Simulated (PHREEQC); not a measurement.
Make-up at 20 °C: 0.25 mol CdCl2, 0.012 mol MgSO4 and 6.3e-05 mol NaF per kg of water. Closed to the air; pH follows from the charge balance.

Equilibrium calculation in PHREEQC: ion-association model, wateq4f.dat.

```yaml
pH: 5.29
ionic_strength: 0.273 mol/kgw
activity_of_water: 0.992
```

```
species     molality  activity   log γ
----------  --------  --------  ------
Cl-            0.207     0.143  -0.161
CdCl+          0.150     0.111  -0.132
CdCl2         0.0607    0.0646   0.027
Cd+2          0.0279   0.00827  -0.529
Mg+2          0.0108   0.00350  -0.490
CdCl3-       0.00730   0.00538  -0.132
SO4-2        0.00656   0.00172  -0.581
CdSO4        0.00374   0.00399   0.027
MgSO4        0.00117   0.00124   0.027
Cd(SO4)2-2  0.000263   7.77e-5  -0.529
Na+          6.25e-5   4.56e-5  -0.136
F-           4.83e-5   3.30e-5  -0.165
MgF+         9.83e-6   6.97e-6  -0.149
```

Precipitation was switched off in this run. Complexes and solids missing from the database can't appear.
